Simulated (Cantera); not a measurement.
An isothermal, constant-pressure homogeneous reactor starts with CH₄ : CO₂ = 1 : 4.1 (molar parts), at 1723 K and 0.133 bar. Integrator tolerance rtol = 1e-08.

Model: GRI-Mech 3.0 (53 species, 325 reactions), integrated in Cantera.

What does this change do: temperature 1723 to 1325 K?


```csv
quantity,before,after
x(CH₄) at 200 s,1.61e-11 (gas-phase equilibrium 1.73e-11),0.0630 (gas-phase equilibrium 4.92e-9)
x(CO₂) at 200 s,0.252 (gas-phase equilibrium 0.252),0.557 (gas-phase equilibrium 0.283)
x(C₂H₄) at 200 s,<1e-12 (gas-phase equilibrium <1e-12),0.000603 (gas-phase equilibrium <1e-12)
x(CH₂O) at 200 s,2.54e-9 (gas-phase equilibrium 2.54e-9),2.62e-6 (gas-phase equilibrium 3.44e-9)
x(CH₂) at 200 s,<1e-12 (gas-phase equilibrium <1e-12),4.20e-10 (gas-phase equilibrium <1e-12)
x(O) at 200 s,2.09e-8 (gas-phase equilibrium 2.09e-8),<1e-12 (gas-phase equilibrium <1e-12)
```
